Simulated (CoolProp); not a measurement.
The fluid at 351.24 K and 0.0191 MPa expands adiabatically to 0.00554 MPa with isentropic efficiency 0.7. The same conditions are run with several fluids, on thermodynamics alone (safety and materials aside).

Values from CoolProp's reference Helmholtz-energy equation of state of each fluid (water: Wagner 2002; cyclopentane: Gedanitz 2015; R11: Jacobsen 1992; R1233zd(E): Akasaka 2022; carbon dioxide: Span 1996).

| fluid | work (kJ/kg) | final temperature (K) | final phase | final density (kg/m³) |
|---|---|---|---|---|
| water | 126 | 307.9 | two-phase, vapour fraction 0.981 | 0.0398 |
| cyclopentane | 34.1 | 326.4 | gas | 0.143 |
| R11 | 17.3 | 322.3 | gas | 0.284 |
| R1233zd(E) | 18.5 | 329.2 | gas | 0.265 |
| carbon dioxide | 50.4 | 293.1 | gas | 0.100 |
